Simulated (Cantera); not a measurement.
A closed system holds: 1 mol B2O3, 2.7 mol H2O, 2.4 mol N2, at 2373 K and 0.450 bar.

Cantera equilibrium calculation (NASA polynomials, part measured and part estimated; ideal gas, pure solids and liquids). Candidate condensed phases: B, BN, B2O3, B3O3H3, H2O; 39 gas species. The numbers say what is thermodynamically allowed, not how fast it happens.

Base state: N2 0.386, H2O 0.289, HBO2 0.243, B2O3 0.0353, H2 0.0188, BO2 0.00788, OH 0.00780, O2 0.00507 (mole fractions); condensed: gas only.

**Question.** What changes in the equilibrium state with this change: temperature from 2373 K to 1048.15 K?

**Answer.** 
| species | before | after |
|---|---|---|
| H2O | 0.289 | 0.522 |
| N2 | 0.386 | 0.472 |
| (HBO2)3 | 1.51e-7 | 0.00559 |
| HBO2 | 0.243 | 7.38e-5 |
| B2O3 | 0.0353 | <1e-9 |
| H2 | 0.0188 | 5.43e-7 |
| BO2 | 0.00788 | <1e-9 |
| H | 0.00286 | <1e-9 |
| O | 0.000796 | <1e-9 |
| BO | 0.000421 | <1e-9 |
| B2O3(l), mol | 0 | 0.957 |
Gases not in the tables: H3BO3.

**Question.** What changes in the equilibrium state with this change: temperature from 2373 K to 2125 K?

**Answer.** 
```
species    before     after
-------  --------  --------
N2          0.386     0.391
H2O         0.289     0.300
HBO2        0.243     0.265
H2         0.0188   0.00701
B2O3       0.0353    0.0294
BO       0.000421   4.33e-5
O        0.000796  0.000110
H         0.00286  0.000453
```
